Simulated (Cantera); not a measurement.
Pyrogenic steam for wet oxidation

An isothermal, constant-pressure homogeneous reactor starts with H₂ : O₂ : N₂ = 1.2 : 1 : 0.97 (molar parts), at 923 K and 97.5 Torr.

Computed with Cantera and the H2/O2 subset of GRI-Mech 3.0, which has no nitrogen chemistry. Radical loss at walls, strong at low pressure, is not modelled. Below about 950 K walls govern HO2 and H2O2 in real vessels. The temperature is held fixed by assumption; the heat of reaction is taken as removed at once.

```csv
t (s),x H₂,x O₂,x H₂O,x OH,x H₂O₂,x O,x HO₂
2.00e-5,0.379,0.315,3.57e-12,<1e-12,<1e-12,1.90e-12,2.43e-11
5.72e-5,0.379,0.315,4.52e-11,3.08e-12,<1e-12,1.05e-11,7.78e-11
0.000164,0.379,0.315,8.73e-10,2.81e-11,<1e-12,1.01e-10,3.92e-10
0.000468,0.379,0.315,1.71e-7,4.37e-9,3.40e-11,1.58e-8,3.95e-8
0.00134,0.207,0.246,0.169,0.00281,2.53e-6,0.00511,7.13e-5
0.00383,0.0222,0.165,0.439,7.44e-5,8.04e-6,8.37e-5,7.22e-5
0.0110,0.0171,0.163,0.446,4.98e-6,3.46e-5,5.85e-6,5.98e-5
0.0313,0.0163,0.162,0.447,8.29e-7,8.16e-5,1.08e-6,4.15e-5
0.0896,0.0147,0.162,0.449,1.11e-6,0.000143,1.30e-6,4.39e-5
0.256,0.0106,0.160,0.454,1.09e-6,0.000163,1.11e-6,3.92e-5
0.733,0.00480,0.158,0.461,8.72e-7,9.72e-5,6.48e-7,2.64e-5
2.10,0.000985,0.156,0.466,5.38e-7,1.83e-5,1.65e-7,1.01e-5
6.00,0.000143,0.156,0.467,1.68e-7,9.12e-7,1.09e-8,2.13e-6
```
x: mole fraction; the columns are a selection and need not sum to one.

Equilibrium at this temperature and pressure: H₂ 2.41e-11, O₂ 0.156, H₂O 0.467, OH 7.55e-8, H₂O₂ 6.44e-11, O 1.37e-11, HO₂ 2.54e-10 (gas phase only).
